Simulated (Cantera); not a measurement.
A closed system holds: 1 mol CaCO3, 0.068 mol C, 13 mol O2, equilibrated at 13.0 mbar.

These are equilibrium values from Cantera (NASA tables, ideal gas, pure condensed phases), not measurements of a reactor. Candidate condensed phases: C, Ca, CaCO3, CaO; 15 gas species. Rates play no part. All values below are at 950 K.

Base state: O2 0.924, CO2 0.0763 (mole fractions); condensed: CaO(s).

Task: What changes in the equilibrium state with this change: 0.053 mol CH4 added?

Result: 
```
species      before    after
-----------  ------  -------
O2            0.924    0.913
CO2          0.0763   0.0798
H2O               0  0.00754
CaO(s), mol    1.00     1.00
```
Further candidate phases: C6H6, C7H8, C8H18, Ca(OH)2, H2O.
